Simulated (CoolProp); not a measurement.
A simple Rankine cycle with ethanol: condensing at 303.15 K, boiler at 1.08 MPa, turbine inlet 577.1 K, turbine efficiency 0.85, pump efficiency 0.8, no recuperator. Each further row changes one setting.

Computed with CoolProp (reference Helmholtz-energy equation of state, Schroeder 2014).

```csv
case,thermal efficiency (%),net work (kJ/kg),heat in (kJ/kg),turbine exit temperature (K),volume ratio over the turbine
as stated,23.4,331,1420,408.0,75.1
turbine inlet 597.1 K,23.6,345,1460,426.6,75.6
condensing temperature 295.15 K,24.8,356,1440,393.4,115
boiler pressure 0.756 MPa,22.0,312,1420,421.0,53.7
turbine efficiency 0.75,20.6,292,1420,429.3,79.0
```
